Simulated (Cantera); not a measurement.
A closed system holds: 1 mol SiCl4, 0.29 mol C2H4, 410 mol H2, held at 15.0 Torr.

Method: chemical equilibrium by Gibbs-energy minimisation in Cantera with the NASA 1993 tables (ideal gas, pure condensed phases). Candidate condensed phases: C, C6H6, C7H8, C8H18, Si, SiC; 109 gas species. Mutual solubility and eutectic melting of coexisting phases are not modelled. The tables' values for SiCl are old estimates; treat these amounts as uncertain. Gases not in the tables: Si2H6 and higher silanes. Kinetics and transport are ignored.

x: gas mole fraction; n: condensed amount in mol.

```json
[
 {"T (K)": "1650", "x H2": "0.990", "x H": "0.000639", "x HCl": "0.00909", "x Si": "1.34e-5", "x C2H2 (acetylene)": "6.96e-9", "x Cl": "4.60e-6", "x SiCl2": "0.000297", "n Si(s)": "0.285", "n SiC(s)": "0.580", "n Si(l)": "0"},
 {"T (K)": "1700", "x H2": "0.990", "x H": "0.00104", "x HCl": "0.00908", "x Si": "3.39e-5", "x C2H2 (acetylene)": "1.60e-8", "x Cl": "7.39e-6", "x SiCl2": "0.000298", "n Si(s)": "0", "n SiC(s)": "0.580", "n Si(l)": "0.271"},
 {"T (K)": "1750", "x H2": "0.989", "x H": "0.00164", "x HCl": "0.00911", "x Si": "7.51e-5", "x C2H2 (acetylene)": "4.12e-8", "x Cl": "1.16e-5", "x SiCl2": "0.000279", "n Si(s)": "0", "n SiC(s)": "0.580", "n Si(l)": "0.254"},
 {"T (K)": "1800", "x H2": "0.988", "x H": "0.00252", "x HCl": "0.00912", "x Si": "0.000159", "x C2H2 (acetylene)": "1.01e-7", "x Cl": "1.78e-5", "x SiCl2": "0.000261", "n Si(s)": "0", "n SiC(s)": "0.579", "n Si(l)": "0.215"},
 {"T (K)": "1850", "x H2": "0.986", "x H": "0.00378", "x HCl": "0.00913", "x Si": "0.000322", "x C2H2 (acetylene)": "2.34e-7", "x Cl": "2.66e-5", "x SiCl2": "0.000244", "n Si(s)": "0", "n SiC(s)": "0.578", "n Si(l)": "0.135"},
 {"T (K)": "1900", "x H2": "0.984", "x H": "0.00557", "x HCl": "0.00914", "x Si": "0.000605", "x C2H2 (acetylene)": "5.63e-7", "x Cl": "3.90e-5", "x SiCl2": "0.000220", "n Si(s)": "0", "n SiC(s)": "0.575", "n Si(l)": "0"},
 {"T (K)": "1950", "x H2": "0.982", "x H": "0.00803", "x HCl": "0.00929", "x Si": "0.000706", "x C2H2 (acetylene)": "3.14e-6", "x Cl": "5.70e-5", "x SiCl2": "0.000132", "n Si(s)": "0", "n SiC(s)": "0.570", "n Si(l)": "0"},
 {"T (K)": "2000", "x H2": "0.978", "x H": "0.0114", "x HCl": "0.00936", "x Si": "0.000795", "x C2H2 (acetylene)": "1.69e-5", "x Cl": "8.11e-5", "x SiCl2": "7.84e-5", "n Si(s)": "0", "n SiC(s)": "0.556", "n Si(l)": "0"},
 {"T (K)": "2050", "x H2": "0.973", "x H": "0.0158", "x HCl": "0.00937", "x Si": "0.000938", "x C2H2 (acetylene)": "7.57e-5", "x Cl": "0.000113", "x SiCl2": "4.95e-5", "n Si(s)": "0", "n SiC(s)": "?", "n Si(l)": "0"},
 {"T (K)": "2100", "x H2": "0.967", "x H": "0.0217", "x HCl": "0.00932", "x Si": "0.00125", "x C2H2 (acetylene)": "0.000241", "x Cl": "0.000154", "x SiCl2": "3.61e-5", "n Si(s)": "0", "n SiC(s)": "?", "n Si(l)": "0"},
 {"T (K)": "2150", "x H2": "0.959", "x H": "0.0292", "x HCl": "0.00923", "x Si": "0.00186", "x C2H2 (acetylene)": "0.000570", "x Cl": "0.000206", "x SiCl2": "2.99e-5", "n Si(s)": "0", "n SiC(s)": "?", "n Si(l)": "0"},
 {"T (K)": "2200", "x H2": "0.949", "x H": "0.0388", "x HCl": "0.00914", "x Si": "0.00199", "x C2H2 (acetylene)": "0.000607", "x Cl": "0.000272", "x SiCl2": "1.84e-5", "n Si(s)": "0", "n SiC(s)": "0", "n Si(l)": "0"},
 {"T (K)": "2250", "x H2": "0.937", "x H": "0.0508", "x HCl": "0.00902", "x Si": "0.00206", "x C2H2 (acetylene)": "0.000615", "x Cl": "0.000354", "x SiCl2": "1.11e-5", "n Si(s)": "0", "n SiC(s)": "0", "n Si(l)": "0"},
 {"T (K)": "2300", "x H2": "0.922", "x H": "0.0657", "x HCl": "0.00886", "x Si": "0.00209", "x C2H2 (acetylene)": "0.000618", "x Cl": "0.000455", "x SiCl2": "6.71e-6", "n Si(s)": "0", "n SiC(s)": "0", "n Si(l)": "0"}
]
```

What belongs in the gaps?


- 2050, n SiC(s): 0.500
- 2100, n SiC(s): 0.344
- 2150, n SiC(s): 0.0227
